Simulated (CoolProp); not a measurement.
50 sccm (0 °C, 1 atm) of nitrogen bubbles through liquid propylene glycol at 345.8 K and leaves saturated at a total pressure of 0.00695 MPa (ideal gas phase). Each further row changes one setting.

Computed with CoolProp (reference Helmholtz-energy equation of state, Eisenbach 2021).

```
case                       vapour pressure (kPa)  mole fraction of vapour  delivery (mg/min)  delivery (sccm)  change of delivery for a bath 1 K warmer (%)
-------------------------  ---------------------  -----------------------  -----------------  ---------------  --------------------------------------------
as stated                                  0.625                        …                  …                …                                           7.1
bath temperature 350.8 K                       …                    0.122                  …             6.97                                           7.1
total pressure 0.0139 MPa                  0.625                   0.0450               8.00             2.36                                             …
```

Problem. What belongs in the gaps?

Solution. 
- as stated, mole fraction of vapour: 0.0900
- as stated, delivery (mg/min): 16.8
- as stated, delivery (sccm): 4.94
- bath temperature 350.8 K, vapour pressure (kPa): 0.850
- bath temperature 350.8 K, delivery (mg/min): 23.7
- total pressure 0.0139 MPa, change of delivery for a bath 1 K warmer (%): 6.8
